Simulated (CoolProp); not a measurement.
Properties of dimethyl carbonate along the isotherm 255.45 °C (Tc = 283.9 °C, pc = 4.909 MPa, ω = 0.346).

The numbers come from the reference Helmholtz-energy equation of state, Zhou 2011 in CoolProp.

```
p (MPa)   phase       Z  isothermal compressibility (1/MPa)
-------  ------  ------  ----------------------------------
0.491       gas  0.9580                               2.129
0.982       gas  0.9131                               1.122
1.47        gas  0.8646                              0.8008
1.96        gas  0.8105                              0.6549
2.45        gas  0.7485                              0.5922
2.95        gas  0.6709                              0.6035
3.44     liquid  0.1078                             0.02748
3.93     liquid  0.1217                             0.02360
4.42     liquid  0.1354                             0.02078
4.91     liquid  0.1489                             0.01863
5.4      liquid  0.1624                             0.01692
5.89     liquid  0.1757                             0.01553
6.38     liquid  0.1889                             0.01438
6.87     liquid  0.2021                             0.01340
7.36     liquid  0.2151                             0.01255
```
